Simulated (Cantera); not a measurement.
An isothermal, constant-pressure homogeneous reactor starts with H2 : O2 : H2O = 0.061 : 1 : 0.035 (molar parts), equivalence ratio 0.030, at 1250 K and 10.00 Torr.

Computed with Cantera and GRI-Mech 3.0 (53 species, 325 reactions). Radical loss at walls, strong at low pressure, is not modelled. The temperature is held fixed by assumption; the heat of reaction is taken as removed at once.

One state of this run: x H2 = 2.88e-8; x O2 = 0.910; x O = 5.83e-7; x OH = 2.34e-5; x H = 7.24e-10; x H2O2 = 3.69e-10. x: mole fraction; the columns are a selection and need not sum to one.

Q: Which value of t (s) does it belong to?
A. 100
B. 30.1
C. 0.820
D. 0.247

A: A, 100
